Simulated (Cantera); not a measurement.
Input: 1 mol SiH2Cl2, 0.81 mol CH4, 1800 mol H2, held at 1.70 mbar.

Cantera equilibrium calculation (NASA polynomials, part measured and part estimated; ideal gas, pure solids and liquids). Candidate condensed phases: C, C6H6, C7H8, C8H18, Si, SiC; 109 gas species. Mutual solubility and eutectic melting of coexisting phases are not modelled. Kinetics and transport are ignored.

x: gas mole fraction; n: condensed amount in mol.

```
T (K)   x H2       x H     x HCl      x Si  n Si(s)  n SiC(s)
-----  -----  --------  --------  --------  -------  --------
1548   0.998  0.000746   0.00110   1.87e-5    0.139     0.810
1623   0.997   0.00167   0.00110   8.62e-5        0     0.809
1698   0.995       ___   0.00110       ___        0     0.808
1773   0.992   0.00687   0.00110  0.000111        0     0.778
1848   0.986       ___   0.00109       ___        0       ___
1923   0.976    0.0226   0.00108  0.000503        0         0
1998   0.960    0.0381   0.00106  0.000515        0         0
2073   0.936    0.0617   0.00102  0.000516        0         0
2148   0.902    0.0960  0.000978  0.000511        0         0
2223   0.855     0.144  0.000917  0.000501        0         0
2298   0.792     0.207  0.000836  0.000486        0         0
```

Problem. Fill in the missing entries.

Solution. 
- 1698, x H: 0.00350
- 1698, x Si: 9.39e-5
- 1848, x H: 0.0128
- 1848, x Si: 0.000219
- 1848, n SiC(s): 0.567
